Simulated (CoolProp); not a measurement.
Vapour pressure (bar) of toluene: the reference equation beside estimates from Tc = 591.7 K, pc = 41.26 bar, ω = 0.266. Clausius-Clapeyron is anchored at 492.4 K with a constant enthalpy of vaporisation of 24.97 kJ/mol.

Model: reference Helmholtz-energy equation of state, Lemmon 2006, in CoolProp. It is a short technical equation, of lower accuracy than the large ones.

```json
[
 {"T (K)": "466.9", "reference": "6.703", "Clausius-Clapeyron": "7.461", "Redlich-Kwong": "9.190", "Soave-Redlich-Kwong": "6.795", "Peng-Robinson": "6.711"},
 {"T (K)": "475.4", "reference": "7.805", "Clausius-Clapeyron": "8.371", "Redlich-Kwong": "10.46", "Soave-Redlich-Kwong": "7.926", "Peng-Robinson": "7.825"},
 {"T (K)": "483.9", "reference": "9.038", "Clausius-Clapeyron": "9.354", "Redlich-Kwong": "11.84", "Soave-Redlich-Kwong": "9.193", "Peng-Robinson": "9.072"},
 {"T (K)": "492.4", "reference": "10.41", "Clausius-Clapeyron": "10.41", "Redlich-Kwong": "13.34", "Soave-Redlich-Kwong": "10.60", "Peng-Robinson": "10.46"},
 {"T (K)": "501", "reference": "11.95", "Clausius-Clapeyron": "11.56", "Redlich-Kwong": "14.98", "Soave-Redlich-Kwong": "12.19", "Peng-Robinson": "12.03"},
 {"T (K)": "509.5", "reference": "13.64", "Clausius-Clapeyron": "12.78", "Redlich-Kwong": "16.74", "Soave-Redlich-Kwong": "13.92", "Peng-Robinson": "13.74"},
 {"T (K)": "518", "reference": "15.50", "Clausius-Clapeyron": "14.07", "Redlich-Kwong": "18.63", "Soave-Redlich-Kwong": "15.83", "Peng-Robinson": "15.63"},
 {"T (K)": "526.5", "reference": "17.54", "Clausius-Clapeyron": "15.46", "Redlich-Kwong": "20.66", "Soave-Redlich-Kwong": "17.92", "Peng-Robinson": "17.71"},
 {"T (K)": "535", "reference": "19.79", "Clausius-Clapeyron": "16.92", "Redlich-Kwong": "22.83", "Soave-Redlich-Kwong": "20.20", "Peng-Robinson": "19.98"}
]
```

Absolute difference from the reference over all 9 rows, mean and median: Clausius-Clapeyron 7.5 and 7.3 %, Redlich-Kwong 25.7 and 25.4 %, Soave-Redlich-Kwong 1.9 and 2.0 %, Peng-Robinson 0.6 and 0.7 %.
